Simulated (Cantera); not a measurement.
## Ignition delay

Mixture: 29.6 % H2, 12.3 % O2, 58.0 % N2, equivalence ratio 1.2, at 110000 Pa, adiabatic and at constant pressure. Ignition delay is the time to a rise of 400 K.

Detailed kinetics in Cantera: GRI-Mech 3.0 (53 species, 325 reactions). Where the delays flatten at high temperature, the 400 K rule measures the pace of heat release, not the induction time.

| T0 (K) | delay (ms) |
|---|---|
| 1225 | 0.0442 |
| 1300 | 0.0321 |
| 1375 | 0.0252 |
| 1450 | 0.0211 |
| 1525 | 0.0188 |
